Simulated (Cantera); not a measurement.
Cantera run:

```python
import numpy as np
import cantera as ct

gas_names = """
    CF2 F CF4 CF3 C2F4
""".split()
cond_names = """
    C(gr)
""".split()


def load(file, names, dense=False):
    # The tables refer to 1 bar. Condensed volumes are neglected.
    table = {s.name: s for s in ct.Species.list_from_file(file)}
    out = []
    for n in names:
        d = dict(table[n].input_data)
        d["thermo"] = dict(d["thermo"], **{"reference-pressure": 1e5})
        if dense:
            d["equation-of-state"] = {"model": "constant-volume", "density": "1e6 g/cm^3"}
        out.append(ct.Species.from_dict(d))
    return out


species = {s.name: s for s in load("nasa_gas.yaml", gas_names) + load("nasa_condensed.yaml", cond_names)}
# Each term lists the table entries of one substance; the one whose range holds T is used.
reactions = {
    'CF2(g) + 2 F(g) = CF4(g)':
        [(-1, ['CF2']), (-2, ['F']), (1, ['CF4'])],
    '4 CF3(g) = 2 CF4(g) + C2F4(g)':
        [(-4, ['CF3']), (2, ['CF4']), (1, ['C2F4'])],
    'C2F4(g) = C + CF4(g)':
        [(-1, ['C2F4']), (1, ['C(gr)']), (1, ['CF4'])],
    'C + 2 F(g) = CF2(g)':
        [(-1, ['C(gr)']), (-2, ['F']), (1, ['CF2'])],
}


def pick(names, T):
    return next(species[n] for n in names if species[n].thermo.min_temp <= T <= species[n].thermo.max_temp)


results = []
for label, terms in reactions.items():
    print(label)
    print("     T/K   dH/kJ  dS/(J/K)   dG/kJ   log10 K")
    for T in [925, 975, 1025, 1075, 1125, 1175]:
        used = [(nu, pick(names, T)) for nu, names in terms]
        dH = sum(nu * s.thermo.h(T) for nu, s in used) / 1e6
        dS = sum(nu * s.thermo.s(T) for nu, s in used) / 1e3
        dG = dH - T * dS / 1e3
        logK = -dG * 1e6 / (ct.gas_constant * T * np.log(10))
        results.append((label, T, dH, dS, dG, logK, [s.name for _, s in used]))
        print(f"{T:8g} {dH:8.1f} {dS:8.1f} {dG:8.1f} {logK:8.2f}")
```

Result:

```
CF2(g) + 2 F(g) = CF4(g)
     T/K   dH/kJ  dS/(J/K)   dG/kJ   log10 K
     925   -914.5   -307.8   -629.7    35.56
     975   -914.4   -307.8   -614.3    32.91
    1025   -914.3   -307.7   -599.0    30.52
    1075   -914.2   -307.5   -583.6    28.36
    1125   -914.0   -307.4   -568.2    26.38
    1175   -913.9   -307.3   -552.8    24.58
4 CF3(g) = 2 CF4(g) + C2F4(g)
     T/K   dH/kJ  dS/(J/K)   dG/kJ   log10 K
     925   -637.8   -227.8   -427.1    24.12
     975   -637.2   -227.1   -415.7    22.27
    1025   -636.5   -226.5   -404.4    20.61
    1075   -635.9   -225.9   -393.1    19.10
    1125   -635.2   -225.3   -381.8    17.73
    1175   -634.5   -224.7   -370.5    16.47
C2F4(g) = C + CF4(g)
     T/K   dH/kJ  dS/(J/K)   dG/kJ   log10 K
     925   -277.1    -38.5   -241.4    13.63
     975   -277.1    -38.6   -239.5    12.83
    1025   -277.1    -38.6   -237.6    12.11
    1075   -277.1    -38.6   -235.6    11.45
    1125   -277.1    -38.6   -233.7    10.85
    1175   -277.1    -38.6   -231.8    10.30
C + 2 F(g) = CF2(g)
     T/K   dH/kJ  dS/(J/K)   dG/kJ   log10 K
     925   -348.2    -96.3   -259.1    14.63
     975   -348.7    -96.9   -254.2    13.62
    1025   -349.2    -97.4   -249.4    12.71
    1075   -349.7    -97.9   -244.5    11.88
    1125   -350.2    -98.3   -239.6    11.12
    1175   -350.7    -98.7   -234.7    10.43
```

Standard-state values (1 bar) from the NASA 1993 polynomials, evaluated with Cantera. The tables' values for C2F4 are old estimates. Condensed species are held in their standard states even where they would react or evaporate.
